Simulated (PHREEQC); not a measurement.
Make-up at 70 °C: 0.099 mol/kgw H3PO4 and 0.38 mol/kgw HNO3. Closed to the air; pH follows from the charge balance.

Equilibrium calculation in PHREEQC: ion-association model, phreeqc.dat.

Each row changes one thing in this solution. This is a speciation only: nothing precipitates in the calculation.

```
case                                              pH  ionic strength (mol/kgw)  H3PO4 (mol/kgw)  H2PO4- (mol/kgw)  HPO4-2 (mol/kgw)
----------------------------------------------  ----  ------------------------  ---------------  ----------------  ----------------
as made                                         0.54                     0.382           0.0967           0.00226           1.97e-9
temperature from 70 to 20 °C                    0.53                     0.384           0.0954           0.00357           2.15e-9
HNO3 left out                                   1.73                    0.0210           0.0780            0.0210           1.38e-7
H3PO4 from 0.099 to 0.0495 mol/kgw              0.54                     0.381           0.0484           0.00113          9.88e-10
H3PO4 from 0.099 to 0.198 mol/kgw               0.54                     0.385            0.194           0.00450           3.90e-9
temperature from 70 to 80 °C                    0.54                     0.382           0.0969           0.00210           1.97e-9
H3PO4 replaced by Na2HPO4 at the same molality  0.85                     0.385           0.0945           0.00453           8.10e-9
diluted 2-fold with water                       0.82                     0.192           0.0476           0.00192           2.64e-9
temperature from 70 to 35 °C                    0.53                     0.383           0.0959           0.00305           2.06e-9
```

Species that the database lacks are ignored. Away from 25 °C the constants follow the database's enthalpies or fits; those with neither stay at their 25 °C values.
